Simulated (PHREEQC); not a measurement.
NaF is added in steps, without added water, to 1 kg of water holding 5.2 mmol/kgw Ca(HCO3)2, at 58 °C. Oxygen alone is held at its pressure in air (log pO2 = -0.68). No CO2 enters from the air. Solids allowed: Calcite, Fluorite. Others were left out.

Base run: PHREEQC, ion-association model, phreeqc.dat. Each further column changes one thing. The table gives Ca in solution (mol/kgw).

```tsv
NaF added (mol)	base	diluted 100-fold with water	temperature from 58 to 90 °C	Ca(HCO3)2 replaced by Ca(NO3)2 at the same molality
0	0.00258	5.20e-5	0.00190	0.00520
0.001	0.00229	5.20e-5	0.00164	0.00477
0.002	0.00194	(withheld)	0.00133	(withheld)
0.003	0.00162	8.39e-6	0.00105	0.00378
0.004	0.00132	4.92e-6	0.000809	0.00329
0.005	0.00105	3.27e-6	0.000610	(withheld)
0.006	0.000805	2.35e-6	0.000451	0.00230
0.007	0.000597	1.79e-6	0.000326	0.00182
0.008	0.000421	1.41e-6	0.000230	(withheld)
0.009	0.000277	1.15e-6	0.000158	0.000868
0.01	0.000166	9.55e-7	(withheld)	0.000436
```

Question: Some entries are withheld; supply them.

Answer: 
- 0.002, diluted 100-fold with water: 1.79e-5
- 0.002, Ca(HCO3)2 replaced by Ca(NO3)2 at the same molality: 0.00428
- 0.005, Ca(HCO3)2 replaced by Ca(NO3)2 at the same molality: 0.00280
- 0.008, Ca(HCO3)2 replaced by Ca(NO3)2 at the same molality: 0.00134
- 0.01, temperature from 58 to 90 °C: 0.000106

At this temperature some constants are extrapolated from 25 °C, and those without enthalpy data are left unchanged. Solids allowed in the column 'Ca(HCO3)2 replaced by Ca(NO3)2 at the same molality': Fluorite.
